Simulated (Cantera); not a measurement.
Iron carbonyl, mercury and lead vapours: Fe(CO)5 + O2 + H2

Charge: 1 mol Fe(CO)5, 1.9 mol O2, 1 mol H2, equilibrated at 948.15 K and 13300 Pa.

Method: chemical equilibrium by Gibbs-energy minimisation in Cantera with the NASA 1993 tables (ideal gas, pure condensed phases). Candidate condensed phases: C, C6H6, C7H8, C8H18, Fe, Fe(CO)5, FeO, Fe(OH)2, Fe(OH)3, Fe2O3, Fe3O4, H2O; 114 gas species. The tables' stoichiometric FeO is somewhat more stable than real wüstite, so its field is too wide. FeO: taken at fixed stoichiometry. Rates play no part.

The x(CO) is 0.425 and the x(CO2) is 0.409. The x(H2) is 0.109 and the x(H2O) is 0.0579. The x(CH4) comes out as 2.77e-5 and the n(FeO(s)) is 1.00 mol. The gas amount is 6.000 mol. The log10 activity of Fe(α) (absent) comes out as -0.53 and the log10 activity of C(graphite) (absent) comes out as -0.99. The log10 activity of Fe(OH)2(s) (absent) is -6.82.
